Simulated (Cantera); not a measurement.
## Premixed flame

A freely propagating, adiabatic, planar premixed flame of 2.45 % C₃H₈, 18.0 % O₂, 79.5 % N₂, equivalence ratio 0.68, unburnt at 450 K and 3750 Torr; mixture-averaged transport, grid criteria slope 0.08 and curve 0.16, no radiation.

Detailed kinetics in Cantera: GRI-Mech 3.0 (53 species, 325 reactions). GRI-Mech 3.0 was tuned for natural gas; its chemistry of propane as a main component is partial and can be far from experiment. Burning velocities carry a grid error of a few per cent, more on coarse grids.

| z (mm) | T (K) | u (m/s) | x C₃H₈ | x O₂ | x C₂H | x HCO | x HCN | x HO₂ |
|---|---|---|---|---|---|---|---|---|
| -0.535 | 451 | 0.206 | 0.0245 | 0.180 | <1e-8 | <1e-8 | <1e-8 | 7.53e-8 |
| -0.356 | 458 | 0.209 | 0.0245 | 0.180 | <1e-8 | <1e-8 | <1e-8 | 7.09e-7 |
| -0.267 | 478 | 0.219 | 0.0244 | 0.178 | <1e-8 | <1e-8 | <1e-8 | 2.94e-6 |
| -0.178 | 571 | 0.262 | 0.0237 | 0.169 | <1e-8 | <1e-8 | <1e-8 | 1.69e-5 |
| -0.0891 | 904 | 0.421 | 0.0170 | 0.138 | <1e-8 | 2.10e-8 | 2.14e-8 | 9.74e-5 |
| -0.0446 | 1208 | 0.569 | 0.00725 | 0.109 | <1e-8 | 9.76e-7 | 4.19e-8 | 0.000203 |
| 0 | 1523 | 0.722 | 0.000226 | 0.0777 | 3.19e-8 | 7.67e-6 | 6.78e-8 | 0.000206 |
| 0.0446 | 1669 | 0.788 | 7.40e-8 | 0.0641 | 1.01e-8 | 5.93e-7 | 4.27e-8 | 4.55e-5 |
| 0.0891 | 1732 | 0.814 | <1e-8 | 0.0597 | <1e-8 | 1.92e-8 | 1.48e-8 | 2.57e-5 |
| 0.178 | 1787 | 0.837 | <1e-8 | 0.0567 | <1e-8 | <1e-8 | <1e-8 | 1.18e-5 |
| 0.356 | 1816 | 0.849 | <1e-8 | 0.0556 | <1e-8 | <1e-8 | <1e-8 | 3.83e-6 |
| 0.713 | 1826 | 0.853 | <1e-8 | 0.0553 | <1e-8 | <1e-8 | <1e-8 | 1.21e-6 |
| 1.43 | 1828 | 0.854 | <1e-8 | 0.0553 | <1e-8 | <1e-8 | <1e-8 | 7.58e-7 |
x: mole fraction of selected species; z is measured from the peak of heat release.

```json
{
 "laminar_burning_velocity": "20.5 cm/s",
 "thermal_thickness": "0.178 mm",
 "peak x(C₂H)": "4.12e-8",
 "peak x(HCO)": "7.85e-6",
 "peak x(HCN)": "6.87e-8",
 "peak x(HO₂)": "0.000279"
}
```
